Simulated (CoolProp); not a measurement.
Toluene at 293.15 K and 2.3 MPa is throttled through a valve to 0.392 MPa with no heat exchange. Each further row changes one setting.

The numbers come from the reference Helmholtz-energy equation of state, Lemmon 2006 in CoolProp. It is a short technical equation, of lower accuracy than the large ones.

```csv
case,temperature change (K)
as stated,+0.9
outlet pressure 0.118 MPa,+1.0
outlet pressure 0.51 MPa,+0.8
```
